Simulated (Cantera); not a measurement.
Feed: 1 mol CaCO3, 0.25 mol CO2, 0.012 mol O2, at 1848 K and 39.0 mbar.

Cantera equilibrium calculation (NASA polynomials, part measured and part estimated; ideal gas, pure solids and liquids). Candidate condensed phases: C, Ca, CaCO3, CaO; 15 gas species. Equilibrium is a limit: real reactors are often held back by kinetics, nucleation or transport.

Base state: CO2 0.971, O2 0.0159, CO 0.0130, O 0.000121 (mole fractions); condensed: CaO(s).

### Question
What changes in the equilibrium state with this change: temperature from 1848 K to 1173 K?

### Answer
```json
[
 {"species": "CO2", "before": "0.971", "after": "0.990"},
 {"species": "O2", "before": "0.0159", "after": "0.00951"},
 {"species": "CO", "before": "0.0130", "after": "4.68e-7"},
 {"species": "O", "before": "0.000121", "after": "6.90e-9"},
 {"species": "CaO(s), mol", "before": "1.00", "after": "1.00"}
]
```

### Question
What changes in the equilibrium state with this change: pressure from 39.0 mbar to 9.10 bar?

### Answer
```
species        before    after
-----------  --------  -------
CO2             0.971    0.989
O2             0.0159   0.0100
CO             0.0130  0.00109
O            0.000121  6.29e-6
CaO(s), mol      1.00     1.00
```
